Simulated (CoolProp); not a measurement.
Computed with CoolProp (reference Helmholtz-energy equation of state, Lemmon 2005). It is a short technical equation, of lower accuracy than the large ones.

**Question.** Give the vapour pressure (kPa), liquid density (kg/m³), enthalpy of vaporisation (kJ/kg) of saturated cis-2-butene at -45.45, -38.85 °C.

**Answer.** 
```
T (°C)  p (kPa)  liquid density (kg/m³)  enthalpy of vaporisation (kJ/kg)
------  -------  ----------------------  --------------------------------
-45.45     9.57                     693                               459
-38.85     14.1                     686                               453
```
